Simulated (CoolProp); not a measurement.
Vapour-liquid equilibrium of octamethyltrisiloxane (MDM) (1) + octamethylcyclotetrasiloxane (D4) (2) at 385.9 K; x and y are mole fractions of (1).

The numbers come from the multi-fluid Helmholtz-energy mixture model, Thol 2017 and Thol 2015; pair parameters Bell 2016 in CoolProp.

**Question.** Give the bubble pressure and the first vapour's composition at x = 0.05, 0.35, 0.95. Is there an azeotrope?

**Answer.** x = 0.05: 0.1540 bar, y = 0.107; x = 0.35: 0.2053 bar, y = 0.532; x = 0.95: 0.3036 bar, y = 0.975. No azeotrope shows between x = 0.05 and 0.95.

The pair parameters rest on a limited set of measurements; away from them the model extrapolates.
